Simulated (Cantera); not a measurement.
Charge: 1 mol C2H2, 0.09 mol H2O, equilibrated at 3200000 Pa.

Equilibrium computed with Cantera from the NASA thermochemical tables; the gas is ideal and each condensed phase is pure. Candidate condensed phases: C, C6H6, C7H8, C8H18, H2O; 110 gas species. The ideal-gas law is rough above about 30 bar. Equilibrium is a limit: real reactors are often held back by kinetics, nucleation or transport. All values below are at 2423 K.

Base state: H2 0.908, CO 0.0765, C2H2 (acetylene) 0.00703, CH4 0.00451, H 0.00299, CH3 0.000271, C2H4 0.000197, H2O 6.58e-5 (mole fractions); condensed: C(graphite).

What changes in the equilibrium state with this change: pressure from 3200000 Pa to 100000 Pa?


| species | before | after |
|---|---|---|
| H2 | 0.908 | 0.900 |
| CO | 0.0765 | 0.0756 |
| H | 0.00299 | 0.0168 |
| CH4 | 0.00451 | 0.000138 |
| H2O | 6.58e-5 | 2.02e-6 |
| C2H4 | 0.000197 | 6.04e-6 |
| CH3 | 0.000271 | 4.73e-5 |
| C2H2 (acetylene) | 0.00703 | 0.00697 |
| C(graphite), mol | 1.89 | 1.89 |

What changes in the equilibrium state with this change: pressure from 3200000 Pa to 10000 Pa?


```tsv
species	before	after
H2	0.908	0.867
CO	0.0765	0.0743
H	0.00299	0.0522
CH4	0.00451	1.28e-5
C2H4	0.000197	5.60e-7
H2O	6.58e-5	1.91e-7
CH3	0.000271	1.41e-5
C(graphite), mol	1.89	1.89
```
